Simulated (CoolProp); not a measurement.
Model: reference Helmholtz-energy equation of state, Lemmon 2005, in CoolProp. It is a short technical equation, of lower accuracy than the large ones.

Q: For 1-butene, give the phase and the Joule-Thomson coefficient (K/MPa) at -24.95 °C and 152 kPa; 120.05 °C and 152 kPa.

A: 
- -24.95 °C and 152 kPa: liquid; Joule-Thomson coefficient -0.424
- 120.05 °C and 152 kPa: gas; Joule-Thomson coefficient 10.8
